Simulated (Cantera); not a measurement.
A freely propagating, adiabatic, planar premixed flame of H2 : O2 : N2 : H2O = 1 : 0.833 : 2.83 : 1.4 (molar parts), unburnt at 650 K and 0.133 bar; mixture-averaged transport, grid criteria slope 0.08 and curve 0.16, no radiation.

Model: the H2/O2 subset of GRI-Mech 3.0, which has no nitrogen chemistry, integrated in Cantera. Burning velocities carry a grid error of a few per cent, more on coarse grids. Lean hydrogen flames are cellular in practice and burn faster than this planar one.

Task: Predict: laminar burning velocity; thermal thickness; peak x(HO2); peak x(OH); peak x(H).

Result: 
| Property | Value |
|---|---|
| laminar burning velocity | 386 cm/s |
| thermal thickness | 5.37 mm |
| peak x(HO2) | 0.000101 |
| peak x(OH) | 0.00885 |
| peak x(H) | 0.0234 |
